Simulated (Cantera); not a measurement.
Mixture: 13.6 % CH₄, 18.1 % O₂, 68.3 % N₂, equivalence ratio 1.5, at 810000 Pa, adiabatic and at constant pressure. Ignition delay is the time to a rise of 400 K.

Cantera simulation using GRI-Mech 3.0 (53 species, 325 reactions); the numbers are that mechanism's predictions, not measurements.

Problem. Predict: delay at 1150 K; delay at 1300 K; delay at 1450 K; delay at 1600 K; delay at 1750 K; apparent activation energy between 1600 and 1750 K.

Solution. 
- delay at 1150 K: 14.1 ms
- delay at 1300 K: 2.25 ms
- delay at 1450 K: 0.446 ms
- delay at 1600 K: 0.105 ms
- delay at 1750 K: 29.9 µs
- apparent activation energy between 1600 and 1750 K: 200 kJ/mol
